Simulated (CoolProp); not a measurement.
Methanol along the isobar 8880 kPa: density (kg/m³) from the reference equation and from simpler models built on Tc = 513.4 K, pc = 8216 kPa, ω = 0.565; each cubic takes its own stable root.

Computed with CoolProp (reference Helmholtz-energy equation of state, de Reuck 1993).

```
T (K)          phase  reference
-----  -------------  ---------
447.6         liquid      627.6
454.9         liquid      615.0
462.2         liquid      601.3
469.6         liquid      586.1
476.9         liquid      569.6
484.2         liquid      551.0
491.6         liquid      529.1
498.9         liquid      502.8
506.2         liquid      467.6
513.6  supercritical      409.2
520.9  supercritical      176.4
528.2  supercritical      131.7
```

Problem. How far does each simpler model (van der Waals, Redlich-Kwong, Soave-Redlich-Kwong, Peng-Robinson) lie from the reference over these 12 states: mean and median of the absolute difference, and the worst?

Solution. 
- van der Waals: mean 42.5 %, median 50.3 %, worst -50.8 % at 447.6 K and 8880 kPa
- Redlich-Kwong: mean 30.0 %, median 35.0 %, worst -37.2 % at 506.2 K and 8880 kPa
- Soave-Redlich-Kwong: mean 27.7 %, median 29.6 %, worst -36.6 % at 513.6 K and 8880 kPa
- Peng-Robinson: mean 19.7 %, median 20.7 %, worst -30.2 % at 513.6 K and 8880 kPa
